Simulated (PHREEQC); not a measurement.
Dissolve 63 mmol/kgw H2SO4 and 81 mmol/kgw NiCl2 at 34 °C. Closed to the air; pH follows from the charge balance.

Model: ion-association model, wateq4f.dat, run in PHREEQC.

| quantity | before | after |
|---|---|---|
| pH | 1.17 | 4.46 |
| ionic strength (mol/kgw) | 0.292 | 0.326 |
| Cl- (mol/kgw) | 0.152 | 0.147 |
| Ni+2 (mol/kgw) | 0.0617 | 0.0546 |
| HSO4- (mol/kgw) | 0.0384 | 3.96e-5 |
| SO4-2 (mol/kgw) | 0.0132 | 0.0279 |
| SI of Morenosite (NiSO4:7H2O) | -1.96 | -1.71 |

Task: Which change was made?
A. temperature from 34 to 65 °C
B. NiCl2 from 0.081 to 0.0162 mol/kgw
C. 0.00093 mol/kgw KCl added
D. H2SO4 replaced by CuSO4 at the same molality

Result: D, H2SO4 replaced by CuSO4 at the same molality

No solid was allowed to form. Some of these states are supersaturated (in Atacamite, for instance).
